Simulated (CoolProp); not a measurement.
A simple Rankine cycle with R1224YDZ: condensing at 293.15 K, boiler at 1.22 MPa, turbine inlet 390.7 K, turbine efficiency 0.9, pump efficiency 0.7, no recuperator. Each further row changes one setting.

Model: reference Helmholtz-energy equation of state, Akasaka 2023, in CoolProp.

```json
[
 {"case": "as stated", "thermal efficiency (%)": "15.4", "net work (kJ/kg)": "___", "heat in (kJ/kg)": "234", "turbine exit temperature (K)": "___", "volume ratio over the turbine": "10.3"},
 {"case": "turbine inlet 410.7 K", "thermal efficiency (%)": "15.3", "net work (kJ/kg)": "39.0", "heat in (kJ/kg)": "255", "turbine exit temperature (K)": "___", "volume ratio over the turbine": "9.96"},
 {"case": "condensing temperature 285.15 K", "thermal efficiency (%)": "16.8", "net work (kJ/kg)": "40.8", "heat in (kJ/kg)": "243", "turbine exit temperature (K)": "324.3", "volume ratio over the turbine": "13.8"},
 {"case": "boiler pressure 0.854 MPa", "thermal efficiency (%)": "13.4", "net work (kJ/kg)": "32.2", "heat in (kJ/kg)": "240", "turbine exit temperature (K)": "342.9", "volume ratio over the turbine": "6.86"},
 {"case": "turbine efficiency 0.8", "thermal efficiency (%)": "13.6", "net work (kJ/kg)": "31.8", "heat in (kJ/kg)": "234", "turbine exit temperature (K)": "335.8", "volume ratio over the turbine": "10.5"}
]
```

**Question.** Fill in the missing entries.

**Answer.** 
- as stated, net work (kJ/kg): 36.0
- as stated, turbine exit temperature (K): 330.9
- turbine inlet 410.7 K, turbine exit temperature (K): 352.4
